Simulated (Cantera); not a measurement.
# C2H6 + O2 (carbon deposition, reforming and gasification)

Charge: 1 mol C2H6, 0.24 mol O2, equilibrated at 2600 K and 10.0 mbar.

Method: chemical equilibrium by Gibbs-energy minimisation in Cantera with the NASA 1993 tables (ideal gas, pure condensed phases). Candidate condensed phases: C, C6H6, C7H8, C8H18, H2O; 110 gas species. Rates play no part.

x(H2): 0.580
x(H): 0.292
x(CO): 0.118
x(C2H2 (acetylene)): 0.00940
x(C2H): 0.000417
x(C3): 0.000221
x(C4H2): 6.32e-5
x(C): 6.24e-5
x(C2): 2.08e-5
n(C(graphite)): 1.44 mol
gas amount: 4.078 mol
